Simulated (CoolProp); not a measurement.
n-octane at 363.93 K and 3.11 MPa flows at 2 m/s in a round tube of 6 mm bore and 15 µm roughness, fully developed (64/Re and Nu = 3.66 if laminar; Colebrook and Gnielinski if turbulent). Each further row changes one setting.

Model: reference Helmholtz-energy equation of state, Beckmüller 2019, in CoolProp.

```tsv
case	Reynolds number	Darcy friction factor	pressure drop (Pa/m)	heat-transfer coefficient (W/(m² K))	mass flow (kg/h)
as stated	28300	0.0293	6320	3960	132
velocity 4 m/s	56500	0.0273	23600	7690	264
diameter 12 mm	56500	0.0243	2630	3550	527
```

Viscosity comes from a separate model (Huber 2004). Thermal conductivity comes from a separate model (Huber 2005).
